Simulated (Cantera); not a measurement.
Input: 1 mol H2S, 0.37 mol SO2, at 702 °C and 5550 Torr.

Cantera equilibrium calculation (NASA polynomials, part measured and part estimated; ideal gas, pure solids and liquids). Candidate condensed phases: H2O, H2SO4, S; 19 gas species. Gases not in the tables: S3 to S7. Equilibrium is a limit: real reactors are often held back by kinetics, nucleation or transport.

Base state: H2O 0.354, H2S 0.325, S2 0.235, SO2 0.0704, S2O 0.00870, S8 0.00623, H2 0.00138, SH 1.17e-5 (mole fractions); condensed: gas only.

Q: What changes in the equilibrium state with this change: temperature from 702 °C to 2327 °C?

A: 
```tsv
species	before	after
S2	0.235	0.271
H2O	0.354	0.250
H2	0.00138	0.236
H2S	0.325	0.0562
S	<1e-9	0.0126
SO	5.07e-6	0.0538
SH	1.17e-5	0.0502
SO2	0.0704	0.0555
H	<1e-9	0.00685
S8	0.00623	<1e-9
OH	<1e-9	0.00168
```

Q: What changes in the equilibrium state with this change: pressure from 5550 Torr to 2250 Torr?

A: 
```json
[
 {"species": "H2O", "before": "0.354", "after": "0.360"},
 {"species": "H2S", "before": "0.325", "after": "0.304"},
 {"species": "S2", "before": "0.235", "after": "0.263"},
 {"species": "SO2", "before": "0.0704", "after": "0.0629"},
 {"species": "S8", "before": "0.00623", "after": "0.000657"},
 {"species": "H2", "before": "0.00138", "after": "0.00191"},
 {"species": "SH", "before": "1.17e-5", "after": "1.46e-5"}
]
```
